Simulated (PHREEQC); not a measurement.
NaOH is added in steps, without added water, to 1 kg of water holding 0.083 mol/kgw Cu(NO3)2, 0.0063 mol/kgw HCl and 0.0036 mol/kgw H3BO3, at 20 °C. Oxygen alone is held at its pressure in air (log pO2 = -0.68). CO2 from the air is kept out. Only these solids could form: Cu(OH)2, Atacamite, Cu2(OH)3NO3, Halite.

Base run: PHREEQC, ion-association model, wateq4f.dat. Each further column changes one thing. The table gives pH.

```tsv
NaOH added (mol)	base	Cu(NO3)2 left out	HCl from 0.0063 to 0.063 mol/kgw	H3BO3 replaced by HBF4 at the same molality
0	2.30	2.23	1.31	2.12
0.02969	4.59	12.39	1.58	4.52
0.06531	4.71	[?]	[?]	4.67
0.095	4.87	12.98	[?]	[?]
0.1247	5.38	13.10	4.31	5.06
0.1603	7.26	13.21	4.58	7.22
0.19	12.17	13.28	8.32	[?]
```

### Question
Some entries are withheld; supply them.

### Answer

- 0.06531, Cu(NO3)2 left out: 12.81
- 0.06531, HCl from 0.0063 to 0.063 mol/kgw: 4.09
- 0.095, HCl from 0.0063 to 0.063 mol/kgw: 4.18
- 0.095, H3BO3 replaced by HBF4 at the same molality: 4.81
- 0.19, H3BO3 replaced by HBF4 at the same molality: 10.01

The database's constant for dissolved Cu(OH)2 is higher than later reviews accept.  Real BF4- forms and hydrolyses slowly; the run takes it at equilibrium. Solids allowed in the column 'Cu(NO3)2 left out': Halite. Solids allowed in the column 'H3BO3 replaced by HBF4 at the same molality': Cu(OH)2, Atacamite, Cu2(OH)3NO3, Halite, CuF2:2H2O.
